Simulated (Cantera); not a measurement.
Mixture: 5.24 % CH4, 1.10 % CO, 23.5 % O2, 70.2 % N2, equivalence ratio 0.47, at 101000 Pa, adiabatic and at constant volume. Ignition delay is the time to a rise of 400 K.

Model: GRI-Mech 3.0 (53 species, 325 reactions), integrated in Cantera.

Task: Predict: delay at 1225 K; delay at 1275 K; delay at 1325 K; delay at 1375 K; delay at 1425 K; delay at 1475 K; apparent activation energy between 1375 and 1475 K.

Result: 
```json
{
 "delay at 1225 K": "17.4 ms",
 "delay at 1275 K": "8.77 ms",
 "delay at 1325 K": "4.63 ms",
 "delay at 1375 K": "2.57 ms",
 "delay at 1425 K": "1.50 ms",
 "delay at 1475 K": "0.916 ms",
 "apparent activation energy between 1375 and 1475 K": "170 kJ/mol"
}
```
